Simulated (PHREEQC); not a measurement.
Consider water at 50 °C with 0.0011 mol HF, 7.8e-05 mol (NH4)2SiF6 and 0.054 mol HCl per kg of water. It is in equilibrium with CO2 at log p = -1 (atm). Otherwise closed; pH follows from the charge balance.

The numbers come from PHREEQC with the ion-association model, phreeqc.dat.

This is a speciation only: nothing precipitates in the calculation.

### Question
What pH, density does the model give?

### Answer
pH 1.34; density 0.989 g/cm³.

### Question
In which forms is F present?

### Answer
HF 99 %, F- 1.1 % of the F.

At this temperature some constants are extrapolated from 25 °C, and those without enthalpy data are left unchanged. SiF6-2 is the database's only silicon fluoride.
